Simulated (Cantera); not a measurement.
A closed system holds: 1 mol trisilylamine, 0.35 mol N2, 1.6 mol NH3, held at 225 Torr.

Method: chemical equilibrium by Gibbs-energy minimisation in Cantera with the NASA 1993 tables (ideal gas, pure condensed phases). Candidate condensed phases: Si, Si3N4; 18 gas species. The feed counts by its element totals alone. Mutual solubility and eutectic melting of coexisting phases are not modelled. Gases not in the tables: Si2H6 and higher silanes. Kinetics and transport are ignored.

x: gas mole fraction; n: condensed amount in mol.

```csv
T (K),x H2,x N2,x H,x Si,x SiH2,x SiH,n Si(s),n Si3N4(s),n Si(l)
1073,1.00,1.15e-9,2.56e-8,<1e-12,6.77e-10,<1e-12,0.525,0.825,0
1148,1.00,1.76e-8,1.31e-7,<1e-12,3.97e-9,7.08e-12,0.525,0.825,0
1223,1.000,?,?,?,?,?,0.525,0.825,0
1298,1.000,1.57e-6,1.96e-6,1.35e-10,7.39e-8,6.22e-10,0.525,0.825,0
1373,1.000,1.02e-5,6.08e-6,1.29e-9,2.51e-7,4.03e-9,0.525,0.825,0
1448,1.000,?,?,?,?,?,0.526,0.825,0
1523,1.000,0.000247,4.22e-5,6.01e-8,2.00e-6,9.62e-8,0.528,0.824,0
1598,0.999,0.000963,9.71e-5,3.12e-7,4.89e-6,3.75e-7,0.535,0.822,0
1673,0.996,0.00332,0.000208,1.39e-6,1.10e-5,1.29e-6,0.559,0.814,0
1748,0.987,0.0122,0.000414,4.85e-6,2.03e-5,3.51e-6,0,0.782,0.653
1823,0.957,0.0425,0.000774,1.47e-5,3.36e-5,8.43e-6,0,0.672,0.984
1898,0.865,0.133,0.00133,4.09e-5,4.98e-5,1.82e-5,0,0.294,2.12
1973,0.805,0.193,0.00221,0.000105,7.31e-5,3.74e-5,0,0,3.00
```

Fill in the missing entries.


- 1223, x N2: 1.91e-7
- 1223, x H: 5.49e-7
- 1223, x Si: 1.07e-11
- 1223, x SiH2: 1.87e-8
- 1223, x SiH: 7.63e-11
- 1448, x N2: 5.47e-5
- 1448, x H: 1.68e-5
- 1448, x Si: 9.75e-9
- 1448, x SiH2: 7.48e-7
- 1448, x SiH: 2.14e-8
